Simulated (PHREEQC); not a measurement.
A solution holds 0.008 mol H2SeO3, 0.0015 mol NH3 and 0.00027 mol NaCl per kg of water, at 90 °C. Closed to the air; pH follows from the charge balance.

Equilibrium calculation in PHREEQC: ion-association model, wateq4f.dat.

No solid was allowed to form.

Problem. Predict the pH.

Solution. pH 2.67.

Problem. In which forms is Se present?

Solution. H2SeO3 53 %, HSeO3- 47 % of the Se.

Species that the database lacks are ignored. At this temperature some constants are extrapolated from 25 °C, and those without enthalpy data are left unchanged.
